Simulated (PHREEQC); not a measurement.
Make-up at 40 °C: 0.003 mol/kgw CaCl2, 5.4e-05 mol/kgw NaHCO3 and 0.023 mol/kgw NaCl. Closed to the air; pH follows from the charge balance.

Computed with PHREEQC (ion-association model, wateq4f.dat).

```yaml
pH: 7.61
ionic_strength: 0.0321 mol/kgw
total_alkalinity: 0.0540 meq/kg
```

```json
[
 {"species": "Cl-", "molality": "0.0290", "activity": "0.0243", "log γ": "-0.077"},
 {"species": "Na+", "molality": "0.0231", "activity": "0.0195", "log γ": "-0.073"},
 {"species": "Ca+2", "molality": "0.00300", "activity": "0.00156", "log γ": "-0.284"},
 {"species": "HCO3-", "molality": "4.97e-5", "activity": "4.22e-5", "log γ": "-0.071"},
 {"species": "CO2", "molality": "2.05e-6", "activity": "2.06e-6", "log γ": "0.003"},
 {"species": "OH-", "molality": "1.39e-6", "activity": "1.16e-6", "log γ": "-0.078"},
 {"species": "CaHCO3+", "molality": "1.16e-6", "activity": "9.91e-7", "log γ": "-0.069"},
 {"species": "NaHCO3", "molality": "4.58e-7", "activity": "4.61e-7", "log γ": "0.003"},
 {"species": "CaCO3", "molality": "3.84e-7", "activity": "3.87e-7", "log γ": "0.003"},
 {"species": "CO3-2", "molality": "1.98e-7", "activity": "1.03e-7", "log γ": "-0.284"},
 {"species": "NaCO3-", "molality": "9.02e-8", "activity": "7.66e-8", "log γ": "-0.071"}
]
```

This is a speciation only: nothing precipitates in the calculation. Complexes and solids missing from the database can't appear. Constants without temperature data keep their 25 °C values here.
